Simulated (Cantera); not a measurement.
Feed: 1 mol SiC, 4.2 mol CO2, 8.8 mol H2, at 998 K and 1 atm.

Equilibrium computed with Cantera from the NASA thermochemical tables; the gas is ideal and each condensed phase is pure. Candidate condensed phases: C, C6H6, C7H8, C8H18, H2O, Si, SiC, SiO2; 123 gas species. The numbers say what is thermodynamically allowed, not how fast it happens.

Base state: H2 0.541, CO 0.305, H2O 0.0684, CO2 0.0559, CH4 0.0290 (mole fractions); condensed: C(graphite) + SiO2(β-quartz).

Problem. What changes in the equilibrium state with this change: temperature from 998 K to 1048 K?

Solution. 
| species | before | after |
|---|---|---|
| H2 | 0.541 | 0.562 |
| CO | 0.305 | 0.328 |
| H2O | 0.0684 | 0.0584 |
| CH4 | 0.0290 | 0.0112 |
| CO2 | 0.0559 | 0.0404 |
| C(graphite), mol | 0.0563 | 0 |
| SiO2(β-quartz), mol | 1.00 | 1.00 |
